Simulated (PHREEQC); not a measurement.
A made-up water analysis in mg/kgw, 40 °C, pH 6.39, pe 8.1:

```
constituent         mg/kgw
------------------  ------
Na                    5660
K                     60.8
Ca                    56.2
Mg                     793
Cl                   10500
S(6) as SO4           1170
Alkalinity as HCO3     194
Sr                    12.4
```

Cl is adjusted to close the charge balance.
Valence states are taken as typed.

Equilibrium calculation in PHREEQC: ion-association model, phreeqc.dat.

Precipitation was switched off in this run.

### Question
Predict the activity of water, specific conductance.

### Answer
activity of water 0.990; specific conductance 37900 µS/cm.

### Question
In which forms is S present?

### Answer
SO4-2 51 %, MgSO4 32 %, NaSO4- 16 %, CaSO4 0.8 % of the S.

Species that the database lacks are ignored. Away from 25 °C the constants follow the database's enthalpies or fits; those with neither stay at their 25 °C values.
